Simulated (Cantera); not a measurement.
What does this Cantera script print?

```python
import numpy as np
import cantera as ct

gas_names = """
    C CN CO CO2 C2 CCN CNC C2N2 C2O C3 C3O2 C4 C4N2 C5 Cu CuO Cu2 N NCO NO NO2 NO3 N2 N2O O O2 O3
""".split()
cond_names = """
    C(gr) Cu(cr) Cu(L) CuO(s) Cu2O(s) Cu2O(L)
""".split()


# ... load() reads the species with a 1 bar reference pressure and builds the phases ...
atoms = {
    'Cu2O': {'Cu': 2, 'O': 1},
    'C': {'C': 1},
    'N2': {'N': 2},
}
top_T = {'C(gr)': 4500, 'CuO(s)': 1390}  # K; cautious upper limits of use, not melting points


# ... equilibrate(T, P, feed) seeds the gas with the atoms and calls Mixture.equilibrate('TP', solver="vcs", rtol=1e-11, max_steps=5000) ...
results = []
T = 1525  # K
P = 29000  # Pa
for m in [0.46, 1.5, 2.5, 3.5, 4.5, 5.5, 6.5]:
    feed = {'Cu2O': 1, 'C': m, 'N2': 0.25}  # mol
    mix = equilibrate(T, P, feed)
    results.append((T, P, feed, dict(zip(mix.species_names, mix.species_moles))))
    x = sorted(zip(gas.X, gas.species_names), reverse=True)
    print(f"T = {T:g} K  P = {P:g} Pa  n(C) = {m:g} mol  gas = {mix.phase_moles(0):.4g} mol")
    print("   x: " + "  ".join(f"{s} {v:.3e}" for v, s in x if v > 0.001))
    print("   condensed (mol): " + ("  ".join(f"{mix.phase(i).name} {mix.phase_moles(i):.4g}"
          for i in range(1, mix.n_phases) if mix.phase_moles(i) > 1e-12) or "none"))
```

Output:

```
T = 1525 K  P = 29000 Pa  n(C) = 0.46 mol  gas = 0.7104 mol
   x: CO2 6.471e-01  N2 3.519e-01
   condensed (mol): Cu(L) 1.841  Cu2O(L) 0.07947
T = 1525 K  P = 29000 Pa  n(C) = 1.5 mol  gas = 1.25 mol
   x: CO 7.998e-01  N2 2.000e-01
   condensed (mol): C(gr) 0.5001  Cu(L) 2
T = 1525 K  P = 29000 Pa  n(C) = 2.5 mol  gas = 1.25 mol
   x: CO 7.998e-01  N2 2.000e-01
   condensed (mol): C(gr) 1.5  Cu(L) 2
T = 1525 K  P = 29000 Pa  n(C) = 3.5 mol  gas = 1.25 mol
   x: CO 7.998e-01  N2 2.000e-01
   condensed (mol): C(gr) 2.5  Cu(L) 2
T = 1525 K  P = 29000 Pa  n(C) = 4.5 mol  gas = 1.25 mol
   x: CO 7.998e-01  N2 2.000e-01
   condensed (mol): C(gr) 3.5  Cu(L) 2
T = 1525 K  P = 29000 Pa  n(C) = 5.5 mol  gas = 1.25 mol
   x: CO 7.998e-01  N2 2.000e-01
   condensed (mol): C(gr) 4.5  Cu(L) 2
T = 1525 K  P = 29000 Pa  n(C) = 6.5 mol  gas = 1.25 mol
   x: CO 7.998e-01  N2 2.000e-01
   condensed (mol): C(gr) 5.5  Cu(L) 2
```

Method: chemical equilibrium by Gibbs-energy minimisation in Cantera with the NASA 1993 tables (ideal gas, pure condensed phases). Each liquid is taken as pure. Mutual solubility and eutectic melting of coexisting phases are not modelled.
